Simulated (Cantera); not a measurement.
# Adiabatic ignition

An adiabatic, constant-pressure homogeneous reactor starts with 6.76 % CH4, 19.6 % O2, 73.6 % N2, equivalence ratio 0.69, at 1200 K and 100000 Pa.

Model: GRI-Mech 3.0 (53 species, 325 reactions), integrated in Cantera.

| t (s) | T (K) | x CH4 | x O2 | x CO | x C2H4 | x C2H | x CH2 |
|---|---|---|---|---|---|---|---|
| 2.00e-6 | 1200 | 0.0676 | 0.196 | <1e-12 | <1e-12 | <1e-12 | <1e-12 |
| 4.69e-6 | 1200 | 0.0676 | 0.196 | <1e-12 | <1e-12 | <1e-12 | <1e-12 |
| 1.10e-5 | 1200 | 0.0676 | 0.196 | <1e-12 | <1e-12 | <1e-12 | <1e-12 |
| 2.57e-5 | 1200 | 0.0676 | 0.196 | <1e-12 | <1e-12 | <1e-12 | <1e-12 |
| 6.02e-5 | 1200 | 0.0676 | 0.196 | <1e-12 | <1e-12 | <1e-12 | <1e-12 |
| 0.000141 | 1200 | 0.0676 | 0.196 | 3.67e-12 | <1e-12 | <1e-12 | <1e-12 |
| 0.000331 | 1200 | 0.0676 | 0.196 | 5.23e-11 | 1.02e-11 | <1e-12 | <1e-12 |
| 0.000775 | 1200 | 0.0676 | 0.196 | 8.74e-10 | 2.10e-10 | <1e-12 | <1e-12 |
| 0.00181 | 1200 | 0.0676 | 0.196 | 2.10e-8 | 6.65e-9 | <1e-12 | <1e-12 |
| 0.00425 | 1200 | 0.0675 | 0.196 | 6.00e-7 | 1.57e-7 | <1e-12 | <1e-12 |
| 0.00996 | 1201 | 0.0674 | 0.196 | 9.28e-6 | 1.30e-6 | <1e-12 | 2.10e-12 |
| 0.0233 | 1205 | 0.0665 | 0.195 | 0.000153 | 1.69e-5 | <1e-12 | 1.43e-11 |
| 0.0547 | 2441 | <1e-12 | 0.0584 | 0.00673 | <1e-12 | <1e-12 | <1e-12 |
| 0.128 | 2435 | <1e-12 | 0.0563 | 0.00662 | <1e-12 | <1e-12 | <1e-12 |
| 0.300 | 2435 | <1e-12 | 0.0562 | 0.00661 | <1e-12 | <1e-12 | <1e-12 |
x: mole fraction; the columns are a selection and need not sum to one.

```
Item                                                                 Value
---------------------------------  ---------------------------------------
time of steepest temperature rise                                  37.7 ms
temperature at 0.300 s                                              2435 K
equilibrium temperature                                             2435 K
x(CH4) at 0.300 s                    <1e-12 (gas-phase equilibrium <1e-12)
x(O2) at 0.300 s                     0.0562 (gas-phase equilibrium 0.0562)
x(CO) at 0.300 s                   0.00661 (gas-phase equilibrium 0.00661)
```
